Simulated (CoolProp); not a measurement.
R236EA at 293.24 K and 0.0336 MPa is compressed adiabatically to 0.101 MPa with isentropic efficiency 0.9. Each further row changes one setting.

The numbers come from the reference Helmholtz-energy equation of state, Rui 2013 in CoolProp.

| case | work (kJ/kg) | final temperature (K) | final density (kg/m³) |
|---|---|---|---|
| as stated | … | 317.7 | 5.97 |
| efficiency 1 | 18.0 | 315.4 | … |
| efficiency 0.65 | … | … | … |

**Question.** Some entries are withheld; supply them.

**Answer.** 
- as stated, work (kJ/kg): 20.0
- efficiency 1, final density (kg/m³): 6.02
- efficiency 0.65, work (kJ/kg): 27.6
- efficiency 0.65, final temperature (K): 326.2
- efficiency 0.65, final density (kg/m³): 5.80
